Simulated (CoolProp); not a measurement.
R236FA at 379.91 K and 0.414 MPa flows at 0.2 m/s in a round tube of 25 mm bore and 1.5 µm roughness, fully developed (64/Re and Nu = 3.66 if laminar; Colebrook and Gnielinski if turbulent). Each further row changes one setting.

The numbers come from the reference Helmholtz-energy equation of state, Pan 2012 in CoolProp.

```json
[
 {"case": "as stated", "Reynolds number": "___", "Darcy friction factor": "___", "pressure drop (Pa/m)": "___", "heat-transfer coefficient (W/(m² K))": "___", "mass flow (kg/h)": "___"},
 {"case": "velocity 0.4 m/s", "Reynolds number": "15000", "Darcy friction factor": "0.0279", "pressure drop (Pa/m)": "___", "heat-transfer coefficient (W/(m² K))": "___", "mass flow (kg/h)": "14.9"},
 {"case": "diameter 50 mm", "Reynolds number": "15000", "Darcy friction factor": "0.0279", "pressure drop (Pa/m)": "0.235", "heat-transfer coefficient (W/(m² K))": "___", "mass flow (kg/h)": "29.8"}
]
```

Q: Fill in the missing entries.

A: 
- as stated, Reynolds number: 7490
- as stated, Darcy friction factor: 0.0335
- as stated, pressure drop (Pa/m): 0.565
- as stated, heat-transfer coefficient (W/(m² K)): 18.3
- as stated, mass flow (kg/h): 7.46
- velocity 0.4 m/s, pressure drop (Pa/m): 1.89
- velocity 0.4 m/s, heat-transfer coefficient (W/(m² K)): 32.3
- diameter 50 mm, heat-transfer coefficient (W/(m² K)): 16.1

Viscosity comes from a separate model (Huber 2003), an estimate that may be off by 10 % or more. Thermal conductivity comes from a separate model (Huber 2003), an estimate that may be off by 10 % or more.
